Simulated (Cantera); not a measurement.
Charge: 1 mol Fe2O3, 3.9 mol H2, at 1673.15 K.

Equilibrium computed with Cantera from the NASA thermochemical tables; the gas is ideal and each condensed phase is pure. Candidate condensed phases: Fe, FeO, Fe(OH)2, Fe(OH)3, Fe2O3, Fe3O4, H2O; 12 gas species. Mutual solubility and eutectic melting of coexisting phases are not modelled. The tables' stoichiometric FeO is somewhat more stable than real wüstite, so its field is too wide. FeO: taken at fixed stoichiometry. Equilibrium is a limit: real reactors are often held back by kinetics, nucleation or transport.

At 10.0 Pa, list the 6 most abundant gas species with their mole fractions, and the condensed phases.

H2 0.645, H2O 0.305, Fe 0.0402, H 0.00916, OH 0.000208, FeO 0.000148. Condensed: Fe(δ) + FeO(l).
